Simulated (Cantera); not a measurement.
## Catalytic combustion on Pt

An isothermal plug-flow reactor at 625 K and 1.20 bar (inlet), inlet velocity 0.61 m/s, active area per volume 270 1/m; feed CO : O₂ : N₂ : H₂O = 0.0022 : 0.014 : 0.79 : 0.017 (molar parts), equivalence ratio 0.079.

Cantera simulation using Deutschmann's 1995 Pt surface mechanism with GRI-Mech 3.0 gas chemistry; the numbers are that mechanism's predictions, not measurements. Catalytic surfaces can have several steady states; this one follows from the mechanism file's or the stated starting coverage. Mass transfer to the wall is taken as infinitely fast.

| z (m) | x CO | x O₂ | x H₂O | x CO₂ | θ free Pt | θ O* | θ OH* | θ CO* |
|---|---|---|---|---|---|---|---|---|
| 3.3e-05 | 0.00267 | 0.0170 | 0.0207 | 3.35e-6 | 0.0274 | 0.0121 | 0.000993 | 0.959 |
| 6.3e-05 | 0.00267 | 0.0170 | 0.0207 | 6.40e-6 | 0.0274 | 0.0122 | 0.000994 | 0.959 |
| 0.00012 | 0.00266 | 0.0170 | 0.0207 | 1.22e-5 | 0.0275 | 0.0122 | 0.000997 | 0.959 |
| 0.00023 | 0.00265 | 0.0170 | 0.0207 | 2.35e-5 | 0.0276 | 0.0123 | 0.00100 | 0.959 |
| 0.00045 | 0.00263 | 0.0170 | 0.0207 | 4.62e-5 | 0.0278 | 0.0124 | 0.00101 | 0.959 |
| 0.00087 | 0.00258 | 0.0170 | 0.0207 | 9.04e-5 | 0.0281 | 0.0128 | 0.00103 | 0.958 |
| 0.0017 | 0.00249 | 0.0169 | 0.0207 | 0.000181 | 0.0289 | 0.0135 | 0.00108 | 0.956 |
| 0.0033 | 0.00230 | 0.0168 | 0.0207 | 0.000373 | 0.0309 | 0.0154 | 0.00119 | 0.953 |
x: gas mole fraction; θ: surface coverage.
